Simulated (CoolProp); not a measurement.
A simple Rankine cycle with n-hexane: condensing at 291.15 K, boiler at 1.11 MPa, turbine inlet 459.2 K, turbine efficiency 0.7, pump efficiency 0.6, no recuperator. Each further row changes one setting.

Values from CoolProp's reference Helmholtz-energy equation of state, Thol 2019.

| case | thermal efficiency (%) | net work (kJ/kg) | heat in (kJ/kg) | turbine exit temperature (K) | volume ratio over the turbine |
|---|---|---|---|---|---|
| as stated | 16.4 | 110 | 672 | 393.5 | 82.1 |
| turbine inlet 479.2 K | [?] | 117 | 726 | 415.1 | 79.2 |
| condensing temperature 283.15 K | 17.3 | 120 | 690 | 388.9 | 119 |
| boiler pressure 0.777 MPa | 15.4 | [?] | 685 | [?] | [?] |
| turbine efficiency 0.6 | 14.0 | 94.2 | 672 | [?] | 83.7 |

### Question
Complete the blanks.

### Answer

- turbine inlet 479.2 K, thermal efficiency (%): 16.2
- boiler pressure 0.777 MPa, net work (kJ/kg): 105
- boiler pressure 0.777 MPa, turbine exit temperature (K): 402.1
- boiler pressure 0.777 MPa, volume ratio over the turbine: 53.6
- turbine efficiency 0.6, turbine exit temperature (K): 401.1
